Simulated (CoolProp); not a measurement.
The fluid at 307.55 K and 10.2 MPa is throttled through a valve to 4.74 MPa with no heat exchange. The same conditions are run with several fluids, on thermodynamics alone (safety and materials aside).

Values from CoolProp's reference Helmholtz-energy equation of state of each fluid (nitrous oxide: Lemmon 2006; dodecamethylcyclohexasiloxane (D6): Colonna 2008; propylene: Lemmon 2013; R124: de Vries 1995; octamethyltrisiloxane (MDM): Thol 2017).

```json
[
 {"fluid": "nitrous oxide", "temperature change (K)": "?", "final phase": "?", "final density (kg/m³)": "?"},
 {"fluid": "dodecamethylcyclohexasiloxane (D6)", "temperature change (K)": "+2.4", "final phase": "liquid", "final density (kg/m³)": "?"},
 {"fluid": "propylene", "temperature change (K)": "?", "final phase": "liquid", "final density (kg/m³)": "?"},
 {"fluid": "R124", "temperature change (K)": "?", "final phase": "liquid", "final density (kg/m³)": "?"},
 {"fluid": "octamethyltrisiloxane (MDM)", "temperature change (K)": "+2.4", "final phase": "liquid", "final density (kg/m³)": "810"}
]
```

Problem. Some entries are withheld; supply them.

Solution. 
- nitrous oxide, temperature change (K): -17.2
- nitrous oxide, final phase: two-phase, vapour fraction 0.188
- nitrous oxide, final density (kg/m³): 432
- dodecamethylcyclohexasiloxane (D6), final density (kg/m³): 967
- propylene, temperature change (K): +0.2
- propylene, final density (kg/m³): 501
- R124, temperature change (K): +1.0
- R124, final density (kg/m³): 1340
